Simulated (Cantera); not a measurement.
**Moist CO burnout**

A perfectly stirred reactor is fed with CO : O2 : H2O : N2 = 0.0014 : 0.036 : 0.00067 : 0.42 (molar parts), at 7.80 bar; it is held at 925 K, and followed from long to short residence time.

Detailed kinetics in Cantera: GRI-Mech 3.0 (53 species, 325 reactions).

```
τ (s)      x CO    x O2    x H2O   x NO2      x H2
------  -------  ------  -------  ------  --------
3.5     0.00290  0.0785  0.00146  <1e-12   9.75e-9
1.1     0.00302  0.0786  0.00146  <1e-12   2.07e-9
0.32    0.00305  0.0786  0.00146  <1e-12  1.16e-10
0.097   0.00306  0.0786  0.00146  <1e-12  6.09e-12
0.029   0.00306  0.0786  0.00146  <1e-12    <1e-12
0.0088  0.00306  0.0786  0.00146  <1e-12    <1e-12
0.0027  0.00306  0.0786  0.00146  <1e-12    <1e-12
```
x: mole fraction; the columns are a selection and need not sum to one.
